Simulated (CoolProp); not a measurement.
Vapour-liquid equilibrium of R125 (1) + cyclopropane (2) at 14.7 bar; x and y are mole fractions of (1).

Values from CoolProp's multi-fluid Helmholtz-energy mixture model, Lemmon 2005 and Polt 1992; pair parameters Bell 2016. This equation is an older, rougher fit; its heat capacities, sound speeds and derivatives of the liquid may be far off and weren't checked against measurements.

```tsv
x	bubble temperature, mixture model (K)	bubble temperature, Raoult's law (K)	y, mixture model	y, Raoult's law
0.05	320.3	325.1	0.152	0.090
0.2	308.9	319.9	0.404	0.320
0.35	303.9	315.3	0.524	0.504
0.5	301.2	311.3	0.609	0.654
0.65	299.7	307.7	0.694	0.778
0.8	299.2	304.5	0.798	0.883
0.95	300.0	301.6	0.941	0.973
```

The largest gap from Raoult's law is -11.4 K in bubble temperature, at x = 0.35. y crosses x between x = 0.65 and 0.8: the model has an azeotrope there.

Pair parameters are fitted to limited data, so mixtures are less certain than the pure fluids.
